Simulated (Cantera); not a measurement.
A closed system holds: 1 mol Si₃N₄, 0.021 mol C, 0.079 mol N₂, held at 15.0 Pa.

These are equilibrium values from Cantera (NASA tables, ideal gas, pure condensed phases), not measurements of a reactor. Candidate condensed phases: C, Si, SiC, Si₃N₄; 20 gas species. The tables' values for SiN are old estimates; treat these amounts as uncertain. Kinetics and transport are ignored. All values below are at 2475 K.

Base state: Si 0.587, N₂ 0.409, SiC₂ 0.00141, Si₂C 0.000778, SiN 0.000481, CN 0.000435, Si₂ 0.000338, C 7.81e-5 (mole fractions); condensed: gas only.

**Question.** What changes in the equilibrium state with this change: C from 0.021 to 0.62 mol?

**Answer.** 
```json
[
 {"species": "Si", "before": "0.587", "after": "0.526"},
 {"species": "N₂", "before": "0.409", "after": "0.408"},
 {"species": "SiC₂", "before": "0.00141", "after": "0.0562"},
 {"species": "Si₂C", "before": "0.000778", "after": "0.00417"},
 {"species": "C₃", "before": "2.21e-6", "after": "0.000659"},
 {"species": "C₂", "before": "2.04e-6", "after": "9.08e-5"},
 {"species": "C₂N₂", "before": "2.71e-7", "after": "1.21e-5"},
 {"species": "C", "before": "7.81e-5", "after": "0.000522"},
 {"species": "CN", "before": "0.000435", "after": "0.00290"}
]
```

**Question.** What changes in the equilibrium state with this change: pressure from 15.0 Pa to 92.0 mbar?

**Answer.** 
```tsv
species	before	after
N₂	0.409	0.947
Si	0.587	0.0427
Si₂C	0.000778	0.00573
C	7.81e-5	2.89e-7
Si₃	1.32e-6	0.000192
Si₂N	9.73e-6	0.00119
N	1.21e-5	7.42e-7
CN	0.000435	6.05e-5
Si(l), mol	0	2.86
SiC(s), mol	0	0.00599
```
Mutual solubility and eutectic melting of coexisting phases are not modelled.

**Question.** What changes in the equilibrium state with this change: C from 0.021 to 0.51 mol?

**Answer.** 
```
species    before     after
-------  --------  --------
Si          0.587     0.537
N₂          0.409     0.409
SiC₂      0.00141    0.0460
Si₂C     0.000778   0.00389
C₃        2.21e-6  0.000473
C₂        2.04e-6   7.28e-5
C         7.81e-5  0.000467
```
